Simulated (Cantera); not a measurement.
A freely propagating, adiabatic, planar premixed flame of 44.4 % H2, 11.7 % O2, 43.9 % N2, unburnt at 675 K and 750 Torr; multicomponent+Soret transport, grid criteria slope 0.08 and curve 0.16, no radiation.

Model: the H2/O2 subset of GRI-Mech 3.0, which has no nitrogen chemistry, integrated in Cantera. Burning velocities carry a grid error of a few per cent, more on coarse grids.

Problem. Predict: laminar burning velocity; thermal thickness; peak x(HO2); peak x(H2O2); peak x(O); peak x(H).

Solution. 
| Property | Value |
|---|---|
| laminar burning velocity | 1050 cm/s |
| thermal thickness | 0.467 mm |
| peak x(HO2) | 0.000208 |
| peak x(H2O2) | 4.65e-6 |
| peak x(O) | 0.00523 |
| peak x(H) | 0.101 |
